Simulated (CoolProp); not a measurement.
Decamethylcyclopentasiloxane (D5) at several states: fugacity coefficient from the reference equation and from simpler models built on Tc = 345.1 °C, pc = 1.078 MPa, ω = 0.631; each cubic takes its own stable root.

Values from CoolProp's reference Helmholtz-energy equation of state, Thol 2019.

```csv
T (°C),p (MPa),phase,reference,van der Waals,Redlich-Kwong,Peng-Robinson
131.45,0.0581,liquid,(withheld),0.9572,0.8473,0.1742
133.55,0.0408,liquid,0.2489,0.9703,(withheld),(withheld)
229.95,0.0824,gas,(withheld),0.9631,0.9536,(withheld)
261.95,0.589,liquid,0.4267,(withheld),(withheld),(withheld)
```

Question: Complete the blanks.

Answer: 
- 131.45, reference: 0.1621
- 133.55, Redlich-Kwong: 0.9590
- 133.55, Peng-Robinson: 0.2665
- 229.95, reference: 0.9409
- 229.95, Peng-Robinson: 0.9414
- 261.95, van der Waals: 0.7679
- 261.95, Redlich-Kwong: 0.6182
- 261.95, Peng-Robinson: 0.4251

At some of these states van der Waals, Redlich-Kwong gives the other phase, because its saturation line lies elsewhere.
